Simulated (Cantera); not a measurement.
Feed: 1 mol SiC, 0.49 mol N2O, 7.3 mol N2, equilibrated at 260 Pa.

Equilibrium computed with Cantera from the NASA thermochemical tables; the gas is ideal and each condensed phase is pure. Candidate condensed phases: C, Si, SiC, SiO2, Si2N2O, Si3N4; 34 gas species. Mutual solubility and eutectic melting of coexisting phases are not modelled. Rates play no part.

x: gas mole fraction; n: condensed amount in mol.

```
T (K)   x N2      x CO     x SiO      x Si  n C(graphite)  n Si2N2O(s)  n Si3N4(s)  n SiC(s)
-----  -----  --------  --------  --------  -------------  -----------  ----------  --------
1198   1.000   6.19e-6  7.03e-10    <1e-12          1.000        0.490     0.00670         0
1223   1.000   1.22e-5   2.32e-9    <1e-12          1.000        0.490     0.00673         0
1248   1.000   2.33e-5   7.32e-9  3.82e-12          1.000        0.490     0.00678         0
1273   1.000   4.34e-5   2.20e-8  1.42e-11          1.000        0.490     0.00688         0
1298   1.000         …         …         …          0.978        0.489           0         …
1323   1.000  0.000309   2.61e-7  1.14e-10          0.973        0.488           0    0.0245
1348   0.999  0.000965   9.30e-7  2.72e-10          0.959        0.483           0    0.0341
1373   0.997         …         …         …          0.916        0.469           0         …
1398   0.992   0.00837   1.04e-5   1.42e-9          0.794        0.428           0     0.144
```

What belongs in the gaps?


- 1373, x CO: 0.00289
- 1373, x SiO: 3.17e-6
- 1373, x Si: 6.32e-10
- 1373, n SiC(s): 0.0625
- 1298, x CO: 9.45e-5
- 1298, x SiO: 6.95e-8
- 1298, x Si: 4.58e-11
- 1298, n SiC(s): 0.0214
